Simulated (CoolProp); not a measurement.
Model: reference Helmholtz-energy equation of state, McLinden 2020, in CoolProp.

Task: Give the vapour pressure (bar), liquid density (kg/m³), vapour density (kg/m³), liquid cp (kJ/(kg K)) of saturated R1336mzz(Z) at 331.4, 349.7, 355.8 K.

Result: 
| T (K) | p (bar) | liquid density (kg/m³) | vapour density (kg/m³) | liquid cp (kJ/(kg K)) |
|---|---|---|---|---|
| 331.4 | 2.32 | 1270 | 15.2 | 1.29 |
| 349.7 | 3.92 | 1220 | 25.5 | 1.34 |
| 355.8 | 4.61 | 1200 | 30.0 | 1.35 |
